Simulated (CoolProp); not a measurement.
Properties of nitrous oxide at several states.

Model: reference Helmholtz-energy equation of state, Lemmon 2006, in CoolProp. It is a short technical equation, of lower accuracy than the large ones.

```json
[
 {"T (K)": "427.3", "p (bar)": "0.438", "phase": "gas", "cv (kJ/(kg K))": "0.8017", "speed of sound (m/s)": "315.7"},
 {"T (K)": "204.4", "p (bar)": "6.46", "phase": "liquid", "cv (kJ/(kg K))": "0.9358", "speed of sound (m/s)": "1010"},
 {"T (K)": "470.1", "p (bar)": "0.135", "phase": "gas", "cv (kJ/(kg K))": "0.8329", "speed of sound (m/s)": "330.1"},
 {"T (K)": "355.3", "p (bar)": "0.71", "phase": "gas", "cv (kJ/(kg K))": "0.7430", "speed of sound (m/s)": "289.8"},
 {"T (K)": "376.9", "p (bar)": "0.41", "phase": "gas", "cv (kJ/(kg K))": "0.7614", "speed of sound (m/s)": "297.9"},
 {"T (K)": "425.5", "p (bar)": "13.5", "phase": "gas", "cv (kJ/(kg K))": "0.8069", "speed of sound (m/s)": "311.7"}
]
```
